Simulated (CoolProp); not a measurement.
Tetrahydrofuran at several states: Z from the reference equation and from simpler models built on Tc = 540.2 K, pc = 5.304 MPa, ω = 0.234; each cubic takes its own stable root.

The numbers come from the reference Helmholtz-energy equation of state, Fiedler 2023 in CoolProp.

| T (K) | p (MPa) | phase | reference | van der Waals | Redlich-Kwong | Soave-Redlich-Kwong | Peng-Robinson |
|---|---|---|---|---|---|---|---|
| 206.1 | 0.0796 | liquid | 0.003417 | 0.005650 | 0.003790 | 0.003758 | [?] |
| 261.9 | 0.21 | liquid | 0.007548 | 0.01235 | 0.008310 | [?] | 0.007268 |
| 329.6 | 0.573 | liquid | 0.01780 | [?] | [?] | 0.01912 | 0.01693 |

What belongs in the gaps?


- 206.1, Peng-Robinson: 0.003352
- 261.9, Soave-Redlich-Kwong: 0.008173
- 329.6, van der Waals: 0.02891
- 329.6, Redlich-Kwong: 0.01965
